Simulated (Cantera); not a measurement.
Stirred combustor or abatement burner

A perfectly stirred reactor is fed with CH₄ : O₂ : N₂ : CO₂ = 1 : 2.74 : 10.3 : 0.63 (molar parts), equivalence ratio 0.73, at 2330 Torr; it is adiabatic with a 723 K inlet, and is followed from long to short residence time, starting on the burning branch (τ in s: 0.046, 0.018, 0.0069, 0.0027, 0.001, 0.0004, 0.00016, 6e-05, 2.3e-05).

Computed with Cantera and GRI-Mech 3.0 (53 species, 325 reactions).

```csv
τ (s),T (K),x CH₄,x O₂,x CO₂,x CH₃,x CH₂,x C₂H₆,x C₂H₄
0.046,2117,3.58e-6,0.0502,0.110,1.32e-6,4.69e-8,9.24e-12,1.92e-10
0.018,2114,8.20e-6,0.0504,0.109,3.01e-6,1.14e-7,4.60e-11,9.37e-10
0.0069,2106,1.77e-5,0.0508,0.109,6.36e-6,2.71e-7,1.92e-10,3.75e-9
0.0027,2090,3.50e-5,0.0513,0.107,1.21e-5,5.90e-7,6.34e-10,1.15e-8
0.0010,2062,7.02e-5,0.0525,0.104,2.24e-5,1.25e-6,1.99e-9,3.18e-8
0.00040,2021,0.000136,0.0542,0.100,3.95e-5,2.34e-6,5.85e-9,7.85e-8
0.00016,1963,0.000282,0.0571,0.0947,7.20e-5,4.21e-6,2.02e-8,2.15e-7
6.0e-5,1874,0.000729,0.0627,0.0854,0.000157,8.08e-6,1.25e-7,9.27e-7
2.3e-5,723,0.0682,0.187,0.0429,<1e-12,<1e-12,<1e-12,<1e-12
```
x: mole fraction; the columns are a selection and need not sum to one.
